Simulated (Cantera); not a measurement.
Thermodynamics of fluorocarbon and chlorocarbon gases, feed C2F6 + HCl + H2

Feed: 1 mol C2F6, 0.15 mol HCl, 0.54 mol H2, held at 0.0420 bar.

Equilibrium computed with Cantera from the NASA thermochemical tables; the gas is ideal and each condensed phase is pure. Candidate condensed phases: C, C6H6, C7H8, C8H18; 118 gas species. The feed counts by its element totals alone. The tables' values for C2F4 are old estimates; treat these amounts as uncertain. Gases not in the tables: C2F6 and larger saturated fluorocarbons. Rates play no part.

From 2275 K to 2950 K the condensed part is C(graphite). The main C-bearing gas is CF4 at 2275 K and CF2 at 2950 K. The share of C in condensed phases is highest at 2950 K (48.6 %) and lowest at 2500 K (18.2 %).

| T (K) | log p F | log p HF | log p CF2 | log p CF4 | log p CF | log p Cl | log p CF3 | log p C3 | n C(graphite) |
|---|---|---|---|---|---|---|---|---|---|
| 2275 | -2.44 | -1.78 | -2.07 | -1.97 | -4.26 | -2.70 | -3.31 | -7.98 | 0.551 |
| 2350 | -2.25 | -1.82 | -1.95 | -2.13 | -3.95 | -2.73 | -3.26 | -7.38 | 0.455 |
| 2425 | -2.09 | -1.86 | -1.88 | -2.36 | -3.68 | -2.78 | -3.28 | -6.83 | 0.379 |
| 2500 | -1.96 | -1.90 | -1.86 | -2.67 | -3.44 | -2.81 | -3.37 | -6.30 | 0.364 |
| 2575 | -1.86 | -1.93 | -1.88 | -3.04 | -3.25 | -2.85 | -3.51 | -5.81 | 0.426 |
| 2650 | -1.78 | -1.96 | -1.93 | -3.46 | -3.08 | -2.87 | -3.70 | -5.35 | 0.544 |
| 2725 | -1.72 | -1.98 | -2.01 | -3.91 | -2.93 | -2.90 | -3.91 | -4.91 | 0.684 |
| 2800 | -1.67 | -2.00 | -2.11 | -4.37 | -2.80 | -2.92 | -4.15 | -4.50 | 0.819 |
| 2875 | -1.64 | -2.02 | -2.22 | -4.86 | -2.69 | -2.93 | -4.41 | -4.11 | 0.923 |
| 2950 | -1.62 | -2.03 | -2.34 | -5.35 | -2.60 | -2.95 | -4.67 | -3.74 | 0.972 |
log p: log10 of the partial pressure in bar; n: condensed amount in mol.
